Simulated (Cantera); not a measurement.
What does this Cantera script print?

```python
import numpy as np
import cantera as ct

gas = ct.Solution("h2o2.yaml")
gas.TPX = 1250, 2600, {'H2': 0.0059, 'O2': 1}
reactor = ct.IdealGasConstPressureReactor(gas, energy="off", clone=False)
net = ct.ReactorNet([reactor])
net.rtol, net.atol = 1e-08, 1e-18
show = ['H2', 'O2', 'H', 'OH', 'HO2', 'H2O', 'H2O2']
times = np.geomspace(0.0001, 20, 9)

steps = ct.SolutionArray(gas, extra=["t"])
rows = []
print(f"{'t/s':>10s}{'T/K':>9s}{'P/Pa':>11s}" + "".join(f"{s:>11s}" for s in show))
for t in times:
    while net.time < t:
        t_next = net.step()
        steps.append(gas.state, t=t_next)
    rows.append([np.interp(t, steps.t, y) for y in (steps.T, steps.P, *steps(*show).X.T)])
    print(f"{t:10.3e}{rows[-1][0]:9.1f}{rows[-1][1]:11.4g}" + "".join(f"{x:11.3e}" for x in rows[-1][2:]))
rate = np.gradient(steps.T, steps.t)
print("integrator steps:", len(steps.t))
if steps.T.max() > steps.T[0] + 200:
    print(f"time of steepest temperature rise: {steps.t[rate.argmax()]:.4e} s")
gas.TPX = 1250, 2600, {'H2': 0.0059, 'O2': 1}
gas.equilibrate("TP")
print(f"equilibrium (TP): T = {gas.T:.1f} K  " + "  ".join(f"{s} {gas[s].X[0]:.3e}" for s in show))
```

It prints:

```
       t/s      T/K       P/Pa         H2         O2          H         OH        HO2        H2O       H2O2
 1.000e-04   1250.0       2600  5.865e-03  9.941e-01  5.905e-10  2.195e-09  2.596e-09  3.509e-10  1.815e-13
 4.599e-04   1250.0       2600  5.865e-03  9.941e-01  1.944e-09  1.824e-08  1.198e-08  1.269e-08  3.732e-12
 2.115e-03   1250.0       2600  5.862e-03  9.941e-01  1.638e-07  1.903e-06  6.563e-08  2.700e-06  7.427e-11
 9.725e-03   1250.0       2600  2.333e-05  9.888e-01  1.381e-04  5.710e-04  8.992e-07  5.488e-03  2.126e-08
 4.472e-02   1250.0       2600  1.069e-05  9.902e-01  8.089e-05  4.584e-04  7.281e-07  5.590e-03  1.764e-08
 2.057e-01   1250.0       2600  3.825e-06  9.927e-01  1.706e-05  2.752e-04  4.193e-07  5.728e-03  1.341e-08
 9.457e-01   1250.0       2600  4.811e-07  9.939e-01  7.616e-07  9.832e-05  1.153e-07  5.832e-03  5.023e-09
 4.349e+00   1250.0       2600  3.942e-08  9.941e-01  1.809e-08  2.836e-05  1.784e-08  5.868e-03  7.810e-10
 2.000e+01   1250.0       2600  4.279e-09  9.941e-01  6.564e-10  9.397e-06  5.896e-09  5.878e-03  1.060e-10
integrator steps: 1638
equilibrium (TP): T = 1250.0 K  H2 1.270e-09  O2 9.941e-01  H 1.075e-10  OH 5.136e-06  HO2 7.148e-09  H2O 5.880e-03  H2O2 3.483e-11
```

Detailed kinetics in Cantera: the H2/O2 subset of GRI-Mech 3.0, which has no nitrogen chemistry. Radical loss at walls, strong at low pressure, is not modelled.
